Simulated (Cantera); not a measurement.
Charge: 1 mol Ca(OH)₂, 0.56 mol C, 0.14 mol H₂, equilibrated at 1623.15 K and 0.170 bar.

Equilibrium computed with Cantera from the NASA thermochemical tables; the gas is ideal and each condensed phase is pure. Candidate condensed phases: C, C₆H₆, C₇H₈, C₈H₁₈, Ca, CaCO₃, CaO, Ca(OH)₂, H₂O; 115 gas species. The numbers say what is thermodynamically allowed, not how fast it happens.

Base state: H₂ 0.455, CO 0.286, H₂O 0.215, CO₂ 0.0436, H 0.000113 (mole fractions); condensed: CaO(s).

### Question
What changes in the equilibrium state with this change: temperature from 1623.15 K to 500 K?

### Answer
| species | before | after |
|---|---|---|
| CH₄ | 4.06e-9 | 0.849 |
| H₂ | 0.455 | 0.150 |
| H₂O | 0.215 | 0.000597 |
| CO | 0.286 | <1e-9 |
| CO₂ | 0.0436 | <1e-9 |
| H | 0.000113 | <1e-9 |
| CaO(s), mol | 1.000 | 0.259 |
| CaCO₃(calcite), mol | 0 | 0.258 |
| Ca(OH)₂(s), mol | 0 | 0.483 |
